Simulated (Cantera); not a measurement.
Charge: 1 mol B2O3, 1.2 mol NH3, 0.14 mol N2, held at 1700 °C and 0.100 bar.

Cantera equilibrium calculation (NASA polynomials, part measured and part estimated; ideal gas, pure solids and liquids). Candidate condensed phases: B, BN, B2O3, B3O3H3, H2O; 39 gas species. Equilibrium is a limit: real reactors are often held back by kinetics, nucleation or transport.

Base state: H2 0.434, N2 0.208, B2O3 0.194, HBO2 0.0833, HBO 0.0512, B2O2 0.0171, BO 0.00494, H2O 0.00357 (mole fractions); condensed: gas only.

Question: What changes in the equilibrium state with this change: temperature from 1700 °C to 1075 °C?

Answer: 
```json
[
 {"species": "H2", "before": "0.434", "after": "0.707"},
 {"species": "N2", "before": "0.208", "after": "0.291"},
 {"species": "H2O", "before": "0.00357", "after": "0.00181"},
 {"species": "B2O3", "before": "0.194", "after": "6.71e-6"},
 {"species": "HBO2", "before": "0.0833", "after": "0.000723"},
 {"species": "B2O2", "before": "0.0171", "after": "4.85e-8"},
 {"species": "HBO", "before": "0.0512", "after": "5.39e-5"},
 {"species": "BO", "before": "0.00494", "after": "1.56e-8"},
 {"species": "BO2", "before": "6.18e-5", "after": "<1e-9"},
 {"species": "H", "before": "0.00281", "after": "6.16e-6"},
 {"species": "BN(s), mol", "before": "0", "after": "0.00363"},
 {"species": "B2O3(l), mol", "before": "0", "after": "0.997"}
]
```
Mutual solubility and eutectic melting of coexisting phases are not modelled. Gases not in the tables: H3BO3.

Question: What changes in the equilibrium state with this change: B2O3 replaced by borazine?

Answer: 
```tsv
species	before	after
H2	0.434	0.863
N2	0.208	0.133
H	0.00281	0.00396
B2O3	0.194	0
HBO2	0.0833	0
HBO	0.0512	0
B2O2	0.0171	0
BH2	8.62e-7	2.64e-5
BO	0.00494	0
H2O	0.00357	0
BO2	6.18e-5	0
BN(s), mol	0	3.00
```
The feed counts by its element totals alone. The tables' values for BH2 are old estimates; treat these amounts as uncertain.
